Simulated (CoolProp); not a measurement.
Vapour pressure (MPa) of hydrogen chloride: the reference equation beside estimates from Tc = 324.7 K, pc = 8.314 MPa, ω = 0.130.

Model: reference Helmholtz-energy equation of state, Thol 2018, in CoolProp.

| T (K) | reference | Lee-Kesler | Redlich-Kwong | Soave-Redlich-Kwong | Peng-Robinson |
|---|---|---|---|---|---|
| 258.9 | 1.751 | 1.771 | 1.998 | 1.782 | 1.765 |
| 261.9 | 1.908 | 1.930 | 2.168 | 1.944 | 1.924 |
| 264.9 | 2.075 | 2.099 | 2.347 | 2.116 | 2.094 |
| 267.9 | 2.252 | 2.279 | 2.537 | 2.299 | 2.275 |
| 270.9 | 2.440 | 2.469 | 2.737 | 2.493 | 2.466 |
| 273.9 | 2.640 | 2.671 | 2.947 | 2.699 | 2.670 |
| 276.9 | 2.852 | 2.884 | 3.168 | 2.916 | 2.885 |
| 279.9 | 3.076 | 3.110 | 3.400 | 3.146 | 3.113 |
| 282.9 | 3.313 | 3.348 | 3.643 | 3.389 | 3.354 |
| 285.9 | 3.564 | 3.599 | 3.898 | 3.645 | 3.609 |
| 288.9 | 3.828 | 3.864 | 4.164 | 3.914 | 3.877 |
| 291.9 | 4.107 | 4.143 | 4.442 | 4.197 | 4.159 |
| 294.9 | 4.401 | 4.436 | 4.732 | 4.495 | 4.456 |
| 297.9 | 4.710 | 4.745 | 5.035 | 4.807 | 4.768 |
| 300.9 | 5.036 | 5.071 | 5.350 | 5.135 | 5.097 |

Absolute difference from the reference over all 15 rows, mean and median: Lee-Kesler 1.0 and 1.1 %, Redlich-Kwong 10.4 and 10.5 %, Soave-Redlich-Kwong 2.1 and 2.2 %, Peng-Robinson 1.1 and 1.2 %.
